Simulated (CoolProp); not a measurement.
A closed Brayton cycle with carbon dioxide: compressor inlet 315.15 K and 9.3 MPa, high pressure 25.9 MPa, turbine inlet 825 K, compressor efficiency 0.85, turbine efficiency 0.9, recuperator effectiveness 0.9 (on enthalpy, no pinch check). Each further row changes one setting.

Values from CoolProp's reference Helmholtz-energy equation of state, Span 1996.

```
case                           thermal efficiency (%)  net work (kJ/kg)  compressor to turbine work  compressor exit (K)  turbine exit (K)
-----------------------------  ----------------------  ----------------  --------------------------  -------------------  ----------------
as stated                                           ?               100                        0.25                365.1             702.2
turbine inlet 775 K                                 ?              90.9                        0.27                365.1             656.6
compressor inlet 325.15 K                           ?                 ?                        0.36                402.3             702.2
high pressure 22 MPa                                ?                 ?                           ?                356.7                 ?
recuperator effectiveness 0.5                    22.3               100                        0.25                365.1             702.2
```

Task: Complete the blanks.

Result: 
- as stated, thermal efficiency (%): 34.8
- turbine inlet 775 K, thermal efficiency (%): 33.2
- compressor inlet 325.15 K, thermal efficiency (%): 33.5
- compressor inlet 325.15 K, net work (kJ/kg): 86.0
- high pressure 22 MPa, thermal efficiency (%): 33.0
- high pressure 22 MPa, net work (kJ/kg): 87.5
- high pressure 22 MPa, compressor to turbine work: 0.23
- high pressure 22 MPa, turbine exit (K): 721.3
